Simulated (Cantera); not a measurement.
A perfectly stirred reactor is fed with 0.431 % C2H4, 0.527 % O2, 95.9 % N2, 3.16 % H2O, equivalence ratio 2.5, at 2100 Torr; it is held at 1475 K, and followed from long to short residence time.

Detailed kinetics in Cantera: GRI-Mech 3.0 (53 species, 325 reactions). GRI-Mech 3.0 was tuned for natural gas; its chemistry of ethylene as a main component is partial and can be far from experiment.

One state of this run: x C2H4 = 0.00127; x O2 = 0.00278; x NO2 = 2.29e-10; x CH2CO = 9.05e-5; x CH4 = 0.000208; x CH3 = 5.48e-5. x: mole fraction; the columns are a selection and need not sum to one.

Problem. Which value of τ (s) does it belong to?
(A) 0.12
(B) 0.0011
(C) 0.00033
(D) 0.011

Solution. C, 0.00033
